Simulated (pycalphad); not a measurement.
**Effect of Hf content in Ti-Hf-B**

All values are pycalphad results on the COST 507 light-alloy database (1999) (1 atm), not direct measurements. These are 1990s assessments: newer ones move some temperatures and phases. Phase fractions are per mole of atoms.

```tsv
alloy	liquidus (K)	first solid	solidus (K)	phases at 1125 K
Ti-0.3033Hf-0.5487B (wt.%)	1891	BCC_A2	1814	HCP_A3 0.96, BM 0.04
Ti-0.5675Hf-0.5476B (wt.%)	1891	BCC_A2	1814	HCP_A3 0.96, BM 0.04
Ti-1.168Hf-0.5452B (wt.%)	1890	BCC_A2	1814	HCP_A3 0.96, BM 0.04
Ti-3.444Hf-0.5361B (wt.%)	1889	BCC_A2	1814	HCP_A3 0.96, BM 0.04
```

Database names, with the compositions (at.%) that they take in these runs: BM: Ti 50 B 50. BCC_A2 is bcc; HCP_A3 is hcp.
